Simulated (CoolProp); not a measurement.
Model: reference Helmholtz-energy equation of state, Akasaka 2023, in CoolProp.

**Question.** For R1336mzz(E), give the phase and the speed of sound (m/s) at 379.8 K and 0.18 bar; 379.8 K and 1.23 bar; 379.8 K and 57 bar.

**Answer.** 
- 379.8 K and 0.18 bar: gas; speed of sound 143
- 379.8 K and 1.23 bar: gas; speed of sound 140
- 379.8 K and 57 bar: liquid; speed of sound 297
